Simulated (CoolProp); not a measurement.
Vapour-liquid equilibrium of n-butane (1) + acetone (2) at 0.0804 MPa; x and y are mole fractions of (1).

Model: multi-fluid Helmholtz-energy mixture model, Bücker 2006 and Lemmon 2006; pair parameters Bell 2016, in CoolProp.

| x | bubble temperature, mixture model (°C) | bubble temperature, Raoult's law (°C) | y, mixture model | y, Raoult's law |
|---|---|---|---|---|
| 0.05 | 27.1 | 42.9 | 0.592 | 0.255 |
| 0.2 | 2.0 | 27.7 | 0.886 | 0.657 |
| 0.35 | -3.1 | 17.2 | 0.918 | 0.825 |
| 0.5 | -4.0 | 9.5 | 0.923 | 0.906 |
| 0.65 | -4.1 | 3.5 | 0.924 | 0.951 |
| 0.8 | -4.7 | -1.3 | 0.933 | 0.978 |
| 0.95 | -6.0 | -5.2 | 0.972 | 0.996 |

The largest gap from Raoult's law is -25.7 K in bubble temperature, at x = 0.2. No azeotrope shows between x = 0.05 and 0.95.

The pair parameters rest on a limited set of measurements; away from them the model extrapolates. With so large a gap from Raoult's law the liquid may split in two, which this calculation doesn't test in full.
